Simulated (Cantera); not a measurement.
# Dilute partial oxidation

An isothermal, constant-pressure homogeneous reactor starts with CH3OH : O2 : N2 = 0.0051 : 0.0025 : 1 (molar parts), equivalence ratio 3.1, at 1025 K and 8.40 bar.

Cantera simulation using GRI-Mech 3.0 (53 species, 325 reactions); the numbers are that mechanism's predictions, not measurements. GRI-Mech 3.0 was tuned for natural gas; its chemistry of methanol as a main component is partial and can be far from experiment.

| t (s) | x CH3OH | x O2 | x HCN | x NO | x C2H |
|---|---|---|---|---|---|
| 5.00e-6 | 0.00506 | 0.00248 | <1e-12 | <1e-12 | <1e-12 |
| 1.99e-5 | 0.00506 | 0.00248 | <1e-12 | <1e-12 | <1e-12 |
| 7.93e-5 | 0.00506 | 0.00248 | <1e-12 | <1e-12 | <1e-12 |
| 0.000316 | 0.00506 | 0.00248 | <1e-12 | <1e-12 | <1e-12 |
| 0.00126 | 0.00506 | 0.00248 | <1e-12 | <1e-12 | <1e-12 |
| 0.00501 | 0.00506 | 0.00248 | <1e-12 | <1e-12 | <1e-12 |
| 0.0200 | 0.00506 | 0.00248 | <1e-12 | <1e-12 | <1e-12 |
| 0.0795 | 0.00506 | 0.00248 | <1e-12 | <1e-12 | <1e-12 |
| 0.317 | 5.30e-6 | 3.92e-5 | 5.80e-12 | 5.48e-12 | <1e-12 |
| 1.26 | 7.62e-12 | 1.46e-6 | 5.80e-12 | 2.68e-12 | <1e-12 |
| 5.02 | <1e-12 | 2.62e-8 | 5.80e-12 | 1.66e-12 | <1e-12 |
| 20.0 | <1e-12 | 2.65e-9 | 5.80e-12 | 1.18e-12 | <1e-12 |
x: mole fraction; the columns are a selection and need not sum to one.

Equilibrium at this temperature and pressure: CH3OH <1e-12, O2 <1e-12, HCN 1.64e-8, NO <1e-12, C2H <1e-12 (gas phase only).
